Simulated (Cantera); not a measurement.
# Equilibrium for silicon nitride deposition: trisilylamine + N₂

Charge: 1 mol trisilylamine, 0.3 mol N₂, held at 1423.15 K.

Cantera equilibrium calculation (NASA polynomials, part measured and part estimated; ideal gas, pure solids and liquids). Candidate condensed phases: Si, Si₃N₄; 18 gas species. The feed counts by its element totals alone. Mutual solubility and eutectic melting of coexisting phases are not modelled. Equilibrium is a limit: real reactors are often held back by kinetics, nucleation or transport.

| P (Pa) | x H₂ | x N₂ | x H | x Si | n Si(s) | n Si₃N₄(s) |
|---|---|---|---|---|---|---|
| 5 | 0.848 | 0.151 | 0.000867 | 3.07e-5 | 3.00 | 0 |
| 21 | 0.954 | 0.0457 | 0.000449 | 7.30e-6 | 2.12 | 0.292 |
| 85 | 0.988 | 0.0113 | 0.000227 | 1.80e-6 | 1.88 | 0.374 |
| 350 | 0.997 | 0.00275 | 0.000112 | 4.38e-7 | 1.82 | 0.394 |
| 1400 | 0.999 | 0.000686 | 5.62e-5 | 1.10e-7 | 1.80 | 0.398 |
| 5900 | 1.000 | 0.000163 | 2.74e-5 | 2.60e-8 | 1.80 | 0.400 |
| 24000 | 1.000 | 4.00e-5 | 1.36e-5 | 6.39e-9 | 1.80 | 0.400 |
| 100000 | 1.000 | 9.61e-6 | 6.66e-6 | 1.53e-9 | 1.80 | 0.400 |
x: gas mole fraction; n: condensed amount in mol.

At 5.00 Pa the condensed part is Si(s). From 21.0 Pa to 1.00 bar the condensed part is Si(s) + Si₃N₄(s). The main Si-bearing gas is Si at 5.00 Pa and SiH₄ at 1.00 bar.
